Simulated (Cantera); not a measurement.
Input: 1 mol SiF₄, 0.22 mol N₂O, a varied amount of H₂O, at 1025 K and 6.20 mbar.

Cantera equilibrium calculation (NASA polynomials, part measured and part estimated; ideal gas, pure solids and liquids). Candidate condensed phases: H₂O, Si, SiO₂, Si₂N₂O, Si₃N₄; 58 gas species. Kinetics and transport are ignored.

Task: At 1.1 mol H₂O, list the 5 most abundant gas species with their mole fractions, and the condensed phases.

Result: HF 0.571, SiF₄ 0.210, H₂O 0.102, N₂ 0.0776, O₂ 0.0388. Condensed: SiO₂(β-quartz).
